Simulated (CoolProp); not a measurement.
Vapour-liquid equilibrium of R22 (1) + dimethyl ether (2) at 66.05 °C; x and y are mole fractions of (1).

The numbers come from the multi-fluid Helmholtz-energy mixture model, Kamei 1995 and Wu 2011; pair parameters Bell 2016 in CoolProp.

Problem. Give the bubble pressure and the first vapour's composition at x = 0.2, 0.275, 0.425. Is there an azeotrope?

Solution. x = 0.2: 1.623 MPa, y = 0.198; x = 0.275: 1.626 MPa, y = 0.285; x = 0.425: 1.678 MPa, y = 0.473. y crosses x between x = 0.2 and 0.275: the model has an azeotrope there.

Pair parameters are fitted to limited data, so mixtures are less certain than the pure fluids.
